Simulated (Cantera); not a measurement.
Stirred combustor or abatement burner

A perfectly stirred reactor is fed with CH4 : H2 : O2 : N2 = 1 : 0.047 : 1.84 : 6.92 (molar parts), at 750 Torr; it is adiabatic with a 473 K inlet, and is followed from long to short residence time, starting on the burning branch (τ in s: 0.022, 0.012, 0.0068, 0.0038, 0.0021, 0.0012, 0.00066, 0.00037, 0.00021, 0.00012, 6.4e-05, 3.6e-05, 2e-05).

Detailed kinetics in Cantera: GRI-Mech 3.0 (53 species, 325 reactions).

```json
[
 {"τ (s)": "0.022", "T (K)": "2269", "x CH4": "1.14e-5", "x H2": "0.0145", "x O2": "0.00283", "x CH2CO": "7.43e-9", "x HO2": "6.27e-7", "x NO": "0.000679", "x C2H2": "1.10e-8"},
 {"τ (s)": "0.012", "T (K)": "2249", "x CH4": "1.71e-5", "x H2": "0.0152", "x O2": "0.00364", "x CH2CO": "1.12e-8", "x HO2": "8.31e-7", "x NO": "0.000595", "x C2H2": "1.88e-8"},
 {"τ (s)": "0.0068", "T (K)": "2226", "x CH4": "2.50e-5", "x H2": "0.0160", "x O2": "0.00461", "x CH2CO": "1.61e-8", "x HO2": "1.09e-6", "x NO": "0.000512", "x C2H2": "2.99e-8"},
 {"τ (s)": "0.0038", "T (K)": "2198", "x CH4": "3.73e-5", "x H2": "0.0170", "x O2": "0.00582", "x CH2CO": "2.36e-8", "x HO2": "1.45e-6", "x NO": "0.000424", "x C2H2": "4.80e-8"},
 {"τ (s)": "0.0021", "T (K)": "2164", "x CH4": "5.69e-5", "x H2": "0.0182", "x O2": "0.00725", "x CH2CO": "3.57e-8", "x HO2": "1.93e-6", "x NO": "0.000339", "x C2H2": "7.96e-8"},
 {"τ (s)": "0.0012", "T (K)": "2127", "x CH4": "8.68e-5", "x H2": "0.0194", "x O2": "0.00878", "x CH2CO": "5.52e-8", "x HO2": "2.52e-6", "x NO": "0.000267", "x C2H2": "1.34e-7"},
 {"τ (s)": "0.00066", "T (K)": "2085", "x CH4": "0.000141", "x H2": "0.0207", "x O2": "0.0106", "x CH2CO": "9.52e-8", "x HO2": "3.34e-6", "x NO": "0.000201", "x C2H2": "2.53e-7"},
 {"τ (s)": "0.00037", "T (K)": "2042", "x CH4": "0.000233", "x H2": "0.0219", "x O2": "0.0127", "x CH2CO": "1.80e-7", "x HO2": "4.42e-6", "x NO": "0.000151", "x C2H2": "5.13e-7"},
 {"τ (s)": "0.00021", "T (K)": "1998", "x CH4": "0.000401", "x H2": "0.0230", "x O2": "0.0151", "x CH2CO": "3.86e-7", "x HO2": "5.97e-6", "x NO": "0.000112", "x C2H2": "1.15e-6"},
 {"τ (s)": "0.00012", "T (K)": "1951", "x CH4": "0.000740", "x H2": "0.0240", "x O2": "0.0186", "x CH2CO": "9.93e-7", "x HO2": "8.70e-6", "x NO": "8.04e-5", "x C2H2": "3.04e-6"},
 {"τ (s)": "6.4e-5", "T (K)": "1876", "x CH4": "0.00189", "x H2": "0.0256", "x O2": "0.0269", "x CH2CO": "4.85e-6", "x HO2": "1.82e-5", "x NO": "4.59e-5", "x C2H2": "1.46e-5"},
 {"τ (s)": "3.6e-5", "T (K)": "473", "x CH4": "0.102", "x H2": "0.00479", "x O2": "0.188", "x CH2CO": "<1e-12", "x HO2": "<1e-12", "x NO": "<1e-12", "x C2H2": "<1e-12"},
 {"τ (s)": "2.0e-5", "T (K)": "473", "x CH4": "0.102", "x H2": "0.00479", "x O2": "0.188", "x CH2CO": "<1e-12", "x HO2": "<1e-12", "x NO": "<1e-12", "x C2H2": "<1e-12"}
]
```
x: mole fraction; the columns are a selection and need not sum to one.
